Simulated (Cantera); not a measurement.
Low-pressure radical oxidation in H2/O2

A perfectly stirred reactor is fed with 37.5 % H2, 62.5 % O2, equivalence ratio 0.30, at 0.0118 atm; it is held at 1275 K, and followed from long to short residence time.

Detailed kinetics in Cantera: GRI-Mech 3.0 (53 species, 325 reactions). Radical loss at walls, strong at low pressure, is not modelled. The temperature is held fixed by assumption; the heat of reaction is taken as removed at once.

```csv
τ (s),x H2,x O2,x H2O2,x H2O,x OH
0.45,0.00310,0.532,5.25e-7,0.450,0.00581
0.18,0.00554,0.527,6.15e-7,0.441,0.00779
0.069,0.00989,0.518,6.65e-7,0.423,0.0104
0.027,0.0164,0.504,6.38e-7,0.391,0.0133
0.011,0.0243,0.485,5.51e-7,0.346,0.0157
0.0041,0.0333,0.467,4.62e-7,0.296,0.0174
0.0016,0.0453,0.462,4.35e-7,0.260,0.0186
```
x: mole fraction; the columns are a selection and need not sum to one.
